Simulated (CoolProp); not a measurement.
Values from CoolProp's reference Helmholtz-energy equation of state, Pan 2012.

Question: Give the vapour pressure (MPa), enthalpy of vaporisation (kJ/kg), liquid cp (kJ/(kg K)), vapour Z of saturated R236FA at 239.2, 256.8 K.

Answer: 
```
T (K)  p (MPa)  enthalpy of vaporisation (kJ/kg)  liquid cp (kJ/(kg K))  vapour Z
-----  -------  --------------------------------  ---------------------  --------
239.2   0.0209                               175                   1.16     0.985
256.8   0.0522                               167                   1.18     0.971
```
